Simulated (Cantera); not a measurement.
Feed: 1 mol Ta(OEt)5, 0.33 mol H2O, 34 mol H2, at 2.10 bar.

These are equilibrium values from Cantera (NASA tables, ideal gas, pure condensed phases), not measurements of a reactor. Candidate condensed phases: C, C6H6, C7H8, C8H18, H2O, Ta, TaC, Ta2O5; 113 gas species. The feed counts by its element totals alone. TaC: taken at fixed stoichiometry. Condensed phases not in the tables: Ta2C. The numbers say what is thermodynamically allowed, not how fast it happens.

Q: At 2800 K, list the 4 most abundant gas species with their mole fractions, and the condensed phases.

A: H2 0.821, CO 0.0996, H 0.0512, C2H2 (acetylene) 0.0274. Condensed: C(graphite) + TaC(s).
